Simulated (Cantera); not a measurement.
# Premixed flame

A freely propagating, adiabatic, planar premixed flame of 11.1 % CH₄, 14.7 % O₂, 55.4 % N₂, 18.8 % H₂O, equivalence ratio 1.5, unburnt at 700 K and 10.0 bar; unity-Lewis-number transport, grid criteria slope 0.08 and curve 0.16, no radiation.

Model: GRI-Mech 3.0 (53 species, 325 reactions), integrated in Cantera. Unity Lewis numbers drop preferential diffusion, which matters most where H2 and H carry the flame. Burning velocities carry a grid error of a few per cent, more on coarse grids.

| z (mm) | T (K) | u (m/s) | x CH₄ | x O₂ | x H₂O | x OH | x H₂O₂ | x C₂H₆ |
|---|---|---|---|---|---|---|---|---|
| -0.781 | 703 | 0.139 | 0.110 | 0.147 | 0.188 | <1e-8 | 3.26e-7 | 3.22e-6 |
| -0.521 | 715 | 0.142 | 0.109 | 0.146 | 0.190 | <1e-8 | 1.85e-6 | 1.85e-5 |
| -0.391 | 742 | 0.147 | 0.107 | 0.143 | 0.193 | <1e-8 | 5.18e-6 | 5.25e-5 |
| -0.260 | 850 | 0.169 | 0.0981 | 0.130 | 0.205 | <1e-8 | 1.76e-5 | 0.000191 |
| -0.130 | 1200 | 0.242 | 0.0674 | 0.0897 | 0.245 | 6.53e-7 | 2.65e-5 | 0.000651 |
| -0.0651 | 1491 | 0.304 | 0.0412 | 0.0546 | 0.279 | 8.11e-6 | 5.82e-6 | 0.000866 |
| 0 | 1755 | 0.362 | 0.0190 | 0.0225 | 0.309 | 5.28e-5 | 2.50e-6 | 0.000402 |
| 0.0651 | 1882 | 0.391 | 0.0101 | 0.00748 | 0.320 | 8.34e-5 | 7.69e-7 | 8.08e-5 |
| 0.130 | 1924 | 0.401 | 0.00730 | 0.00273 | 0.321 | 7.01e-5 | 2.21e-7 | 2.33e-5 |
| 0.260 | 1942 | 0.406 | 0.00533 | 0.000494 | 0.318 | 4.81e-5 | 3.11e-8 | 5.97e-6 |
| 0.521 | 1940 | 0.407 | 0.00380 | 2.97e-5 | 0.312 | 3.74e-5 | <1e-8 | 2.11e-6 |
| 1.04 | 1933 | 0.407 | 0.00251 | 2.32e-7 | 0.307 | 3.24e-5 | <1e-8 | 8.06e-7 |
| 2.08 | 1926 | 0.408 | 0.00144 | 3.83e-8 | 0.303 | 2.87e-5 | <1e-8 | 2.38e-7 |
x: mole fraction of selected species; z is measured from the peak of heat release.

```json
{
 "laminar_burning_velocity": "13.9 cm/s",
 "thermal_thickness": "0.260 mm",
 "peak x(OH)": "8.35e-5",
 "peak x(H₂O₂)": "3.23e-5",
 "peak x(C₂H₆)": "0.000869",
 "grid_points": "115"
}
```
